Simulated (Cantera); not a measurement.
**SiH₂Cl₂ + NH₃ (silicon nitride deposition)**

A closed system holds: 1 mol SiH₂Cl₂, 4.2 mol NH₃, equilibrated at 1500 K and 18.0 mbar.

Equilibrium computed with Cantera from the NASA thermochemical tables; the gas is ideal and each condensed phase is pure. Candidate condensed phases: NH₄Cl, Si, Si₃N₄; 28 gas species. The tables' values for SiCl₃ are old estimates; treat these amounts as uncertain. Rates play no part.

```json
{
  "x(H₂)": "0.655",
  "x(HCl)": "0.180",
  "x(N₂)": "0.154",
  "x(SiCl₂)": "0.0105",
  "x(SiCl₃)": "0.000780",
  "x(SiCl₄)": "0.000184",
  "x(H)": "0.000106",
  "x(SiHCl₃)": "6.94e-5",
  "x(Cl)": "2.35e-5",
  "n(Si₃N₄(s))": "0.296 mol",
  "gas_amount": "9.803 mol",
  "log10 activity of Si(s) (absent)": "-1.18"
}
```
